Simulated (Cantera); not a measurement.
Input: 1 mol C6H6, 1.9 mol O2, 12 mol N2, at 1525 K and 101000 Pa.

Cantera equilibrium calculation (NASA polynomials, part measured and part estimated; ideal gas, pure solids and liquids). Candidate condensed phases: C, C6H6, C7H8, C8H18, H2O; 136 gas species. The numbers say what is thermodynamically allowed, not how fast it happens.

Base state: N2 0.638, CO 0.202, H2 0.159, HCN 0.000401, CH4 5.86e-5, H2O 4.69e-5, CO2 2.21e-5 (mole fractions); condensed: C(graphite).

Task: What changes in the equilibrium state with this change: temperature from 1525 K to 2673 K?

Result: 
| species | before | after |
|---|---|---|
| N2 | 0.638 | 0.615 |
| CO | 0.202 | 0.200 |
| H2 | 0.159 | 0.129 |
| HCN | 0.000401 | 0.0299 |
| H | 9.38e-6 | 0.0183 |
| CN | <1e-9 | 0.000308 |
| C2H | <1e-9 | 3.95e-5 |
| C2N2 | 3.33e-9 | 0.000126 |
| C4H2 | <1e-9 | 2.45e-5 |
| C(graphite), mol | 2.19 | 1.43 |
